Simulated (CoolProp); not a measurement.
Vapour-liquid equilibrium of carbon dioxide (1) + propylene (2) at 262.4 K; x and y are mole fractions of (1).

Computed with CoolProp (multi-fluid Helmholtz-energy mixture model, Span 1996 and Lemmon 2013; pair parameters Bell 2016).

```json
[
 {"x": "0.05", "bubble pressure, mixture model (bar)": "5.930", "bubble pressure, Raoult's law (bar)": "5.266", "y, mixture model": "0.302", "y, Raoult's law": "0.246"},
 {"x": "0.125", "bubble pressure, mixture model (bar)": "8.397", "bubble pressure, Raoult's law (bar)": "6.897", "y, mixture model": "0.520", "y, Raoult's law": "0.470"},
 {"x": "0.2", "bubble pressure, mixture model (bar)": "10.64", "bubble pressure, Raoult's law (bar)": "8.528", "y, mixture model": "0.634", "y, Raoult's law": "0.608"},
 {"x": "0.275", "bubble pressure, mixture model (bar)": "12.64", "bubble pressure, Raoult's law (bar)": "10.16", "y, mixture model": "0.704", "y, Raoult's law": "0.702"},
 {"x": "0.35", "bubble pressure, mixture model (bar)": "14.42", "bubble pressure, Raoult's law (bar)": "11.79", "y, mixture model": "0.752", "y, Raoult's law": "0.770"},
 {"x": "0.425", "bubble pressure, mixture model (bar)": "16.01", "bubble pressure, Raoult's law (bar)": "13.42", "y, mixture model": "0.788", "y, Raoult's law": "0.821"},
 {"x": "0.5", "bubble pressure, mixture model (bar)": "17.44", "bubble pressure, Raoult's law (bar)": "15.05", "y, mixture model": "0.818", "y, Raoult's law": "0.861"},
 {"x": "0.575", "bubble pressure, mixture model (bar)": "18.77", "bubble pressure, Raoult's law (bar)": "16.68", "y, mixture model": "0.843", "y, Raoult's law": "0.894"},
 {"x": "0.65", "bubble pressure, mixture model (bar)": "20.03", "bubble pressure, Raoult's law (bar)": "18.31", "y, mixture model": "0.867", "y, Raoult's law": "0.920"},
 {"x": "0.725", "bubble pressure, mixture model (bar)": "21.27", "bubble pressure, Raoult's law (bar)": "19.95", "y, mixture model": "0.891", "y, Raoult's law": "0.942"},
 {"x": "0.8", "bubble pressure, mixture model (bar)": "22.50", "bubble pressure, Raoult's law (bar)": "21.58", "y, mixture model": "0.916", "y, Raoult's law": "0.961"},
 {"x": "0.875", "bubble pressure, mixture model (bar)": "23.76", "bubble pressure, Raoult's law (bar)": "23.21", "y, mixture model": "0.943", "y, Raoult's law": "0.977"},
 {"x": "0.95", "bubble pressure, mixture model (bar)": "25.05", "bubble pressure, Raoult's law (bar)": "24.84", "y, mixture model": "0.975", "y, Raoult's law": "0.992"}
]
```

The largest gap from Raoult's law is +24.8 % in bubble pressure, at x = 0.2. No azeotrope shows between x = 0.05 and 0.95.

Pair parameters are fitted to limited data, so mixtures are less certain than the pure fluids.
